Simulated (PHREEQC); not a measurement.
PHREEQC input (Pitzer model, pitzer.dat):

```
SOLUTION 1
  temp 25
  units mol/kgw
  pH 7 charge
  S(6) 0.163
  K 0.3
  Cl 0.37
  Na 0.37
  Mg 0.013
END
USE solution 1
INCREMENTAL_REACTIONS false
REACTION 1
  H2O -1
  0 9.886 18.011 24.689 30.178 34.689 38.397 41.444
  43.949 46.007 47.699 49.089 50.232 51.172 51.944 52.578
  53.1 53.528 53.88 54.17 moles
EQUILIBRIUM_PHASES 1
  Arcanite 0 0
  Bischofite 0 0
  Bloedite 0 0
  Brucite 0 0
  Carnallite 0 0
  Epsomite 0 0
  Glaserite 0 0
  Halite 0 0
  Hexahydrite 0 0
  Kainite 0 0
  Kieserite 0 0
  Leonite 0 0
  Mirabilite 0 0
  Misenite 0 0
  Schoenite 0 0
  Sylvite 0 0
  Thenardite 0 0
  MgCl2_4H2O 0 0
SELECTED_OUTPUT 1
  -reset false
  -pH true
  -pe true
  -ionic_strength true
  -water true
  -activities H2O
  -totals Cl K Mg Na S
  -molalities H+ Na+ K+ Mg+2 Cl- SO4-2 OH- HSO4- MgOH+
  -equilibrium_phases Arcanite Bischofite Bloedite Brucite Carnallite Epsomite Glaserite Halite Hexahydrite Kainite
    Kieserite Leonite Mirabilite Misenite Schoenite Sylvite Thenardite MgCl2_4H2O
PRINT
  -reset false
END
```

Selected output (columns that matter, 14 of 20 rows; water left (kg) added in front):

```
water left (kg)	pH	mu	Cl	K	Mg	Na	S	m_H+	m_Na+	m_K+	la_H2O	Glaserite	Halite	Sylvite
1	7.1495	0.872	0.37	0.3	0.013	0.37	0.163	1.1239e-07	0.37	0.3	-0.0078451	0	0	0
0.821894	7.1487	1.061	0.45018	0.36501	0.015817	0.45018	0.19832	1.1246e-07	0.45018	0.36501	-0.009497	0	0	0
0.555203	7.1379	1.5706	0.66642	0.54034	0.023415	0.66642	0.29359	1.1138e-07	0.66642	0.54034	-0.013967	0	0	0
0.456313	7.1262	1.911	0.81085	0.65744	0.028489	0.81085	0.35721	1.0984e-07	0.81085	0.65744	-0.016987	0	0	0
0.30824	7.083	2.829	1.2004	0.97327	0.042175	1.2004	0.52881	1.0338e-07	1.2004	0.97327	-0.025374	0	0	0
0.253345	7.0474	3.4419	1.4605	1.1842	0.051313	1.4605	0.64339	9.7671e-08	1.4605	1.1842	-0.031232	0	0	0
0.171138	6.9069	4.6437	2.162	1.5272	0.075962	2.0867	0.80193	9.0699e-08	2.0867	1.5272	-0.045784	0.01288	0	0
0.140655	6.7808	5.0031	2.6306	1.5347	0.092425	2.4311	0.76006	9.8013e-08	2.4311	1.5347	-0.053791	0.028047	0	0
0.0950203	6.4436	5.9975	3.8939	1.5675	0.13681	3.364	0.6556	1.2166e-07	3.364	1.5675	-0.077956	0.050352	0	0
0.0780853	6.2214	6.6718	4.7384	1.5942	0.16648	3.9892	0.58897	1.4083e-07	3.9892	1.5942	-0.096203	0.058505	0	0
0.0527548	5.7226	8.1686	6.6154	1.7054	0.24642	5.2883	0.43558	2.031e-07	5.2883	1.7054	-0.14237	0.07001	0.021006	0
0.0433504	5.641	8.2134	6.7553	1.8594	0.29988	5.0683	0.38608	2.3977e-07	5.0683	1.8594	-0.14409	0.073132	0.077154	0
0.0292979	5.4941	8.4101	6.9361	2.054	0.44372	4.6815	0.34344	3.1825e-07	4.6815	2.054	-0.14744	0.076469	0.15637	0.010415
0.0240733	5.4359	8.5448	6.9293	2.0254	0.54002	4.5409	0.3585	3.5215e-07	4.5409	2.0254	-0.14846	0.077185	0.1835	0.019687
```
